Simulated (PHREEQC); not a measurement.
Solution A (1.8 mmol/kgw Pb(NO3)2 and 1.6 mmol/kgw HNO3) is mixed with solution B (0.0098 mol NiCl2 per kg of water) at 25 °C; shares are by mass of water, 1 kg in all. Oxygen is held at 0.21 atm. CO2 from the air is kept out. Solids allowed: Litharge, Cotunnite, Laurionite, Ni(OH)2. Others were left out.

Model: ion-association model, wateq4f.dat, run in PHREEQC.

```csv
share of solution B,pH,Pb+2 (mol/kgw),PbCl+ (mol/kgw)
0,2.83,0.00171,0
0.1,2.88,0.00148,7.46e-5
0.2,2.93,(withheld),0.000124
0.3,2.99,0.00107,0.000152
0.4,(withheld),0.000890,(withheld)
0.5,3.15,0.000720,(withheld)
0.6,3.24,0.000561,(withheld)
0.7,3.37,(withheld),0.000123
0.8,3.55,(withheld),(withheld)
0.9,3.85,0.000130,4.82e-5
1,6.07,0,0
```

Some entries are withheld; supply them.


- 0.2, Pb+2 (mol/kgw): 0.00127
- 0.4, pH: 3.06
- 0.4, PbCl+ (mol/kgw): 0.000164
- 0.5, PbCl+ (mol/kgw): 0.000161
- 0.6, PbCl+ (mol/kgw): 0.000147
- 0.7, Pb+2 (mol/kgw): 0.000410
- 0.8, Pb+2 (mol/kgw): 0.000267
- 0.8, PbCl+ (mol/kgw): 8.94e-5
